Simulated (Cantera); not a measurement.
Charge: 1 mol Fe3O4, 3 mol CH4, 0.41 mol H2, at 0.0270 bar.

These are equilibrium values from Cantera (NASA tables, ideal gas, pure condensed phases), not measurements of a reactor. Candidate condensed phases: C, C6H6, C7H8, C8H18, Fe, Fe(CO)5, FeO, Fe(OH)2, Fe(OH)3, Fe2O3, Fe3O4, H2O; 114 gas species. Rates play no part.

**Question.** Which condensed phases are stable at each of these points (T (°C)): 2000, 2050, 2100, 2150, 2200, 2250, 2300, 2350?

**Answer.** 
```csv
T (°C),condensed phases,Fe condensed (%)
2000,Fe(l),21.2
2050,gas only,0.0
2100,gas only,0.0
2150,gas only,0.0
2200,gas only,0.0
2250,gas only,0.0
2300,gas only,0.0
2350,gas only,0.0
```

At 2000 °C the condensed part is Fe(l). From 2050 °C to 2350 °C nothing is condensed.
